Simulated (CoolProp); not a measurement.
The numbers come from the reference Helmholtz-energy equation of state, Span 1996 in CoolProp.

### Question
For carbon dioxide, give the phase and the cv (kJ/(kg K)), speed of sound (m/s), viscosity (µPa s) at 461.7 K and 0.0395 MPa; 504.3 K and 2.15 MPa; 748.8 K and 6.43 MPa.

### Answer
- 461.7 K and 0.0395 MPa: gas; cv 0.799, speed of sound 328, viscosity 22.3
- 504.3 K and 2.15 MPa: gas; cv 0.834, speed of sound 340, viscosity 24.4
- 748.8 K and 6.43 MPa: gas; cv 0.964, speed of sound 417, viscosity 33.8

Viscosity comes from a separate model (Laesecke 2017).
